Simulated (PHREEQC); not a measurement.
2.6 g of hydrous ferric oxide (600 m²/g; 0.2 weak and 0.005 strong sites per Fe, Dzombak-Morel constants, diffuse double layer) in 1 kg of water with 0.3 mol/kgw of an inert sodium salt and 0.00078 mol MgCl2, 5.9e-06 mol Ag2SO4 and 0.00043 mol H3BO3, at 25 °C; the pH is set by adding NaOH or the inert anion's acid. Oxygen is held at 0.21 atm. No CO2 enters from the air. No solid was allowed to form.

Base run: PHREEQC, ion-association model, wateq4f.dat. Each further column changes one thing. The table gives B sorbed (%).

```json
[
 {"pH": "3", "base": "0.0", "no electrostatic term (-no_edl)": "0.0", "background salt from 0.3 to 0.03 mol/kgw": "0.1", "oxide from 2.6 to 13 g/kgw": "0.1"},
 {"pH": "3.67", "base": "0.1", "no electrostatic term (-no_edl)": "0.0", "background salt from 0.3 to 0.03 mol/kgw": "0.4", "oxide from 2.6 to 13 g/kgw": "0.4"},
 {"pH": "5", "base": "0.7", "no electrostatic term (-no_edl)": "0.0", "background salt from 0.3 to 0.03 mol/kgw": "1.3", "oxide from 2.6 to 13 g/kgw": "3.4"},
 {"pH": "5.67", "base": "1.2", "no electrostatic term (-no_edl)": "0.1", "background salt from 0.3 to 0.03 mol/kgw": "1.6", "oxide from 2.6 to 13 g/kgw": "5.8"},
 {"pH": "6.33", "base": "1.6", "no electrostatic term (-no_edl)": "0.3", "background salt from 0.3 to 0.03 mol/kgw": "1.8", "oxide from 2.6 to 13 g/kgw": "7.6"},
 {"pH": "7.67", "base": "1.8", "no electrostatic term (-no_edl)": "1.6", "background salt from 0.3 to 0.03 mol/kgw": "1.7", "oxide from 2.6 to 13 g/kgw": "8.6"},
 {"pH": "8.33", "base": "1.4", "no electrostatic term (-no_edl)": "1.4", "background salt from 0.3 to 0.03 mol/kgw": "1.4", "oxide from 2.6 to 13 g/kgw": "7.5"},
 {"pH": "9", "base": "0.8", "no electrostatic term (-no_edl)": "0.5", "background salt from 0.3 to 0.03 mol/kgw": "0.9", "oxide from 2.6 to 13 g/kgw": "4.5"},
 {"pH": "10.33", "base": "0.0", "no electrostatic term (-no_edl)": "0.0", "background salt from 0.3 to 0.03 mol/kgw": "0.1", "oxide from 2.6 to 13 g/kgw": "0.3"},
 {"pH": "11", "base": "0.0", "no electrostatic term (-no_edl)": "0.0", "background salt from 0.3 to 0.03 mol/kgw": "0.0", "oxide from 2.6 to 13 g/kgw": "0.0"}
]
```

In at least one series the solution becomes supersaturated in solids that the run did not let form, among them Cerargyrite. The oxide is taken as insoluble; below pH 4 it would dissolve.
